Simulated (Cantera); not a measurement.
Charge: 1 mol CaCO3, 6.2 mol H2, 0.2 mol H2O, equilibrated at 81.0 Pa.

Cantera equilibrium calculation (NASA polynomials, part measured and part estimated; ideal gas, pure solids and liquids). Candidate condensed phases: C, C6H6, C7H8, C8H18, Ca, CaCO3, CaO, Ca(OH)2, H2O; 115 gas species. The numbers say what is thermodynamically allowed, not how fast it happens.

log p: log10 of the partial pressure in bar; n: condensed amount in mol.

```
T (K)  log p H2  log p H2O  log p CO  log p CO2  log p H  n CaCO3(calcite)  n CaO(s)
-----  --------  ---------  --------  ---------  -------  ----------------  --------
550       -3.11      -4.54     -9.01      -8.69     <-15             0.987    0.0127
650       -3.11      -4.53     -5.90      -6.13     <-15             0.973    0.0266
750       -3.21      -4.08     -4.22      -4.31   -14.10                 0      1.00
850       -3.22      -4.02     -4.13      -4.45   -12.30                 0      1.00
950       -3.23      -3.98     -4.08      -4.58   -10.87                 0      1.00
1050      -3.23      -3.95     -4.05      -4.70    -9.71                 0      1.00
1150      -3.23      -3.94     -4.03      -4.81    -8.74                 0      1.00
1250      -3.24      -3.93     -4.01      -4.90    -7.93                 0      1.00
1350      -3.24      -3.92     -4.00        [?]      [?]                 0      1.00
1450      -3.24      -3.91     -4.00        [?]      [?]                 0      1.00
1550      -3.24      -3.91     -3.99      -5.11    -6.12                 0     1.000
1650      -3.24      -3.91     -3.99      -5.16    -5.66                 0     1.000
1750      -3.24      -3.90     -3.99      -5.21    -5.26                 0     1.000
1850      -3.25      -3.90     -3.99      -5.25    -4.89                 0     1.000
```

Problem. Some entries are withheld; supply them.

Solution. 
- 1450, log p CO2: -5.05
- 1450, log p H: -6.64
- 1350, log p CO2: -4.98
- 1350, log p H: -7.24
